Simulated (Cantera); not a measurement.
Feed: 1 mol (CH3)2SiCl2, 0.045 mol C2H4, 110 mol H2, held at 0.100 bar.

Equilibrium computed with Cantera from the NASA thermochemical tables; the gas is ideal and each condensed phase is pure. Candidate condensed phases: C, C6H6, C7H8, C8H18, Si, SiC; 109 gas species. The feed counts by its element totals alone. Gases not in the tables: Si2H6 and higher silanes. Kinetics and transport are ignored.

Over these rows the condensed part is C(graphite) + SiC(s). Partial pressures as log10 of bar:

| T (K) | 1000/T (1/K) | log p CH4 | log p H2 | log p HCl |
|---|---|---|---|---|
| 1375 | 0.7273 | -4.32 | -1.01 | -2.76 |
| 1525 | 0.6557 | -4.66 | -1.01 | -2.76 |
| 1675 | 0.5970 | -4.93 | -1.01 | -2.76 |
| 1825 | 0.5479 | -5.17 | -1.01 | -2.76 |
| 1975 | 0.5063 | -5.36 | -1.01 | -2.76 |
| 2125 | 0.4706 | ? | -1.01 | -2.77 |

Fit log p(CH4) = a + b·(1000/T) to the five rows, give the apparent enthalpy, and predict the row at 2125 K.

Means: 1000/T = 0.6068, log p = -4.888. Sxy = 0.144051, Sxx = 0.0305770, so b = 4.71 and a = -4.888 − (4.71)×0.6068 = -7.75.
Apparent enthalpy: −19.145 × (4.71) = -90 kJ/mol. With the condensed phases at unit activity, C(graphite) + 2 H2(g) = CH4(g) links this pressure to the main gases: over the six rows their terms move log p by +0.00 in all, so the slope is close to that reaction's ΔH°. The five rows lie within 0.01 of the line.
Prediction at 2125 K: -7.75 + (4.71)×0.4706 = -5.53. The computed value is -5.53, 0.00 from the line.
